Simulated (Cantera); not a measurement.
Input: 1 mol TiO₂, 3.4 mol CH₄, 0.22 mol H₂, equilibrated at 1152 °C and 65.0 Pa.

Cantera equilibrium calculation (NASA polynomials, part measured and part estimated; ideal gas, pure solids and liquids). Candidate condensed phases: C, C₆H₆, C₇H₈, C₈H₁₈, H₂O, Ti, TiC, TiO, TiO₂, Ti₂O₃, Ti₃O₅, Ti₄O₇; 113 gas species. TiC: taken at fixed stoichiometry. Kinetics and transport are ignored.

Base state: H₂ 0.778, CO 0.222, H 0.000236 (mole fractions); condensed: C(graphite) + TiC(s).

What changes in the equilibrium state with this change: temperature from 1152 °C to 1825 °C?


| species | before | after |
|---|---|---|
| H₂ | 0.778 | 0.688 |
| CO | 0.222 | 0.211 |
| H | 0.000236 | 0.100 |
| C₂H₂ (acetylene) | 2.74e-6 | 0.000983 |
| C(graphite), mol | 0.400 | 0.381 |
| TiC(s), mol | 1.00 | 1.000 |
